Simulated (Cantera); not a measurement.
A closed system holds: 1 mol Si₃N₄, a varied amount of H₂, held at 3100 Pa.

Equilibrium computed with Cantera from the NASA thermochemical tables; the gas is ideal and each condensed phase is pure. Candidate condensed phases: Si, Si₃N₄; 18 gas species. Mutual solubility and eutectic melting of coexisting phases are not modelled. Kinetics and transport are ignored.

Question: What condenses at these points (T in K, n(H₂) in mol): (1325, 5.1); (1325, 62); (1225, 5.1); (1125, 140); (1525, 760)?

Answer: 
| T (K) | n(H₂) in mol | condensed phases | Si condensed (%) |
|---|---|---|---|
| 1325 | 5.1 | Si₃N₄ | 100.0 |
| 1325 | 62 | Si + Si₃N₄ | 100.0 |
| 1225 | 5.1 | Si₃N₄ | 100.0 |
| 1125 | 140 | Si₃N₄ | 100.0 |
| 1525 | 760 | Si + Si₃N₄ | 99.9 |
